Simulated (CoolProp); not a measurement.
Vapour-liquid equilibrium of isohexane (1) + n-hexane (2) at 418.6 K; x and y are mole fractions of (1).

Computed with CoolProp (multi-fluid Helmholtz-energy mixture model, Lemmon 2006 and Thol 2019; pair parameters Bell 2016).

| x | bubble pressure (MPa) | y at the bubble point | dew pressure at overall composition x (MPa) | liquid density (mol/L) |
|---|---|---|---|---|
| 0.05 | 0.6961 | 0.058 | 0.6951 | 6.106 |
| 0.2 | 0.7186 | 0.226 | 0.7151 | 6.087 |
| 0.35 | 0.7407 | 0.385 | 0.7358 | 6.069 |
| 0.5 | 0.7623 | 0.536 | 0.7571 | 6.051 |
| 0.65 | 0.7832 | 0.681 | 0.7787 | 6.033 |
| 0.8 | 0.8032 | 0.820 | 0.8003 | 6.017 |
| 0.95 | 0.8222 | 0.955 | 0.8214 | 6.001 |

No azeotrope shows between x = 0.05 and 0.95.

Pair parameters are fitted to limited data, so mixtures are less certain than the pure fluids.
